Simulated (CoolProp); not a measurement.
Aqueous potassium carbonate as a coolant, at 1 °C, 1 atm.

Model: Melinder's fits for secondary coolants, in CoolProp.

| mass % | freezing point (°C) | viscosity (mPa s) | conductivity (W/(m K)) | density (kg/m³) | Prandtl number |
|---|---|---|---|---|---|
| 4.4 | -1.4 | 1.86 | 0.562 | 1042 | 13.0 |
| 7.5 | -2.6 | 1.97 | 0.560 | 1072 | 13.3 |
| 10.7 | -3.9 | 2.11 | 0.557 | 1103 | 13.8 |
| 13.8 | -5.3 | 2.27 | 0.554 | 1134 | 14.4 |
| 16.9 | -6.9 | 2.47 | 0.550 | 1165 | 15.2 |
| 20.1 | -8.9 | 2.72 | 0.547 | 1199 | 16.3 |
| 23.2 | -11.2 | 3.04 | 0.544 | 1232 | 17.6 |
| 26.3 | -14.1 | 3.45 | 0.542 | 1266 | 19.4 |
| 29.5 | -17.9 | 4.02 | 0.538 | 1302 | 22.0 |
| 32.6 | -22.5 | 4.74 | 0.535 | 1337 | 25.3 |
| 35.8 | -28.2 | 5.74 | 0.531 | 1374 | 30.0 |
